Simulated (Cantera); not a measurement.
Charge: 1 mol C6H6, 0.016 mol O2, at 2150 K and 1.33 mbar.

These are equilibrium values from Cantera (NASA tables, ideal gas, pure condensed phases), not measurements of a reactor. Candidate condensed phases: C, C6H6, C7H8, C8H18, H2O; 110 gas species. The numbers say what is thermodynamically allowed, not how fast it happens.

Base state: H2 0.880, H 0.108, CO 0.00998, C2H2 (acetylene) 0.00170 (mole fractions); condensed: C(graphite).

What changes in the equilibrium state with this change: temperature from 2150 K to 2625 K?


```
species            before     after
----------------  -------  --------
H                   0.108     0.660
H2                  0.880     0.322
CO                0.00998   0.00703
C2H2 (acetylene)  0.00170   0.00576
C5                  <1e-9   1.18e-5
C2                5.56e-8  0.000224
C3                6.42e-7   0.00237
C                 4.61e-7  0.000641
C(graphite), mol     5.96      5.87
```

What changes in the equilibrium state with this change: O2 from 0.016 to 0.67 mol?


```
species            before    after
----------------  -------  -------
H2                  0.880    0.614
CO                0.00998    0.295
H                   0.108   0.0905
C2H2 (acetylene)  0.00170  0.00119
C(graphite), mol     5.96     4.65
```

What changes in the equilibrium state with this change: temperature from 2150 K to 1425 K?


| species | before | after |
|---|---|---|
| H2 | 0.880 | 0.989 |
| CO | 0.00998 | 0.0106 |
| H | 0.108 | 0.000186 |
| C2H2 (acetylene) | 0.00170 | 3.49e-6 |
| C(graphite), mol | 5.96 | 5.97 |
